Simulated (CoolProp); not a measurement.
Methanol along the isotherm 277.85 °C: Z from the reference equation and from simpler models built on Tc = 240.2 °C, pc = 8.216 MPa, ω = 0.565; each cubic takes its own stable root.

Values from CoolProp's reference Helmholtz-energy equation of state, de Reuck 1993.

```csv
p (MPa),phase,reference,van der Waals,Redlich-Kwong,Soave-Redlich-Kwong,Peng-Robinson
0.316,gas,0.9909,0.9903,0.9893,0.9901,0.9887
0.632,gas,0.9815,0.9805,0.9784,0.9801,0.9774
0.948,gas,0.9719,0.9705,0.9674,0.9700,0.9659
1.26,gas,0.9620,0.9605,0.9564,0.9599,___
1.58,gas,0.9517,0.9500,0.9450,___,___
1.9,gas,0.9411,0.9394,0.9334,0.9389,0.9309
2.21,gas,0.9305,0.9288,0.9220,0.9286,0.9193
2.53,gas,0.9193,0.9178,___,0.9178,0.9072
2.84,gas,0.9083,0.9069,0.8984,0.9072,0.8954
3.16,gas,0.8966,0.8953,0.8861,0.8962,0.8831
3.48,gas,0.8847,0.8836,0.8736,0.8850,0.8707
3.79,gas,0.8729,0.8719,0.8613,0.8740,0.8586
4.11,gas,0.8606,0.8596,0.8484,0.8625,0.8459
```

### Question
Complete the blanks.

### Answer

- 1.26, Peng-Robinson: 0.9545
- 1.58, Soave-Redlich-Kwong: 0.9495
- 1.58, Peng-Robinson: 0.9428
- 2.53, Redlich-Kwong: 0.9101
